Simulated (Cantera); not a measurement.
Feed: 1 mol SiC, 0.013 mol O₂, 340 mol H₂, at 1.40 bar.

These are equilibrium values from Cantera (NASA tables, ideal gas, pure condensed phases), not measurements of a reactor. Candidate condensed phases: C, C₆H₆, C₇H₈, C₈H₁₈, H₂O, Si, SiC, SiO₂; 123 gas species. Mutual solubility and eutectic melting of coexisting phases are not modelled. The tables hold silica as quartz up to 1696 K and as liquid above; real silica turns to tridymite and cristobalite and melts near 1996 K. Gases not in the tables: Si₂H₆ and higher silanes. Kinetics and transport are ignored.

log p: log10 of the partial pressure in bar; n: condensed amount in mol.

```json
[
 {"T (°C)": "1152", "log p H₂": "0.15", "log p H": "…", "log p SiO": "-4.07", "log p CH₄": "-4.08", "log p SiH₂": "-6.45", "n SiC(s)": "0.978", "n SiO₂(β-quartz)": "0.00148"},
 {"T (°C)": "1227", "log p H₂": "0.15", "log p H": "…", "log p SiO": "-4.03", "log p CH₄": "-4.09", "log p SiH₂": "-6.03", "n SiC(s)": "0.977", "n SiO₂(β-quartz)": "0"},
 {"T (°C)": "1302", "log p H₂": "0.15", "log p H": "…", "log p SiO": "-4.05", "log p CH₄": "-4.11", "log p SiH₂": "-5.63", "n SiC(s)": "0.977", "n SiO₂(β-quartz)": "0"},
 {"T (°C)": "1377", "log p H₂": "0.15", "log p H": "…", "log p SiO": "-4.06", "log p CH₄": "-4.13", "log p SiH₂": "-5.27", "n SiC(s)": "0.977", "n SiO₂(β-quartz)": "0"},
 {"T (°C)": "1452", "log p H₂": "0.15", "log p H": "…", "log p SiO": "-4.08", "log p CH₄": "-4.15", "log p SiH₂": "-4.95", "n SiC(s)": "0.977", "n SiO₂(β-quartz)": "0"},
 {"T (°C)": "1527", "log p H₂": "0.15", "log p H": "…", "log p SiO": "-4.12", "log p CH₄": "-4.15", "log p SiH₂": "-4.67", "n SiC(s)": "0.975", "n SiO₂(β-quartz)": "0"},
 {"T (°C)": "1602", "log p H₂": "0.15", "log p H": "…", "log p SiO": "-4.17", "log p CH₄": "-4.13", "log p SiH₂": "-4.43", "n SiC(s)": "0.972", "n SiO₂(β-quartz)": "0"},
 {"T (°C)": "1677", "log p H₂": "0.15", "log p H": "…", "log p SiO": "-4.24", "log p CH₄": "-4.09", "log p SiH₂": "-4.23", "n SiC(s)": "0.965", "n SiO₂(β-quartz)": "0"}
]
```

Task: Some entries are withheld; supply them.

Result: 
- 1152, log p H: -5.09
- 1227, log p H: -4.68
- 1302, log p H: -4.31
- 1377, log p H: -3.97
- 1452, log p H: -3.66
- 1527, log p H: -3.37
- 1602, log p H: -3.11
- 1677, log p H: -2.87
